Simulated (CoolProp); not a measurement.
The fluid at 277.03 K and 0.742 MPa is throttled through a valve to 0.333 MPa with no heat exchange. The same conditions are run with several fluids, on thermodynamics alone (safety and materials aside).

Model: reference Helmholtz-energy equation of state of each fluid (sulfur hexafluoride: Guder 2009; R13: Platzer 1990; carbon dioxide: Span 1996; nitrous oxide: Lemmon 2006; ethylene: Smukala 2000), in CoolProp. The equations of Platzer and Polt are older, rougher fits.

```csv
fluid,temperature change (K),final density (kg/m³)
sulfur hexafluoride,(withheld),22.7
R13,(withheld),(withheld)
carbon dioxide,-5.6,6.65
nitrous oxide,(withheld),6.65
ethylene,(withheld),(withheld)
```

**Question.** What belongs in the gaps?

**Answer.** 
- sulfur hexafluoride, temperature change (K): -5.4
- R13, temperature change (K): -6.1
- R13, final density (kg/m³): 16.1
- nitrous oxide, temperature change (K): -5.5
- ethylene, temperature change (K): -5.2
- ethylene, final density (kg/m³): 4.24
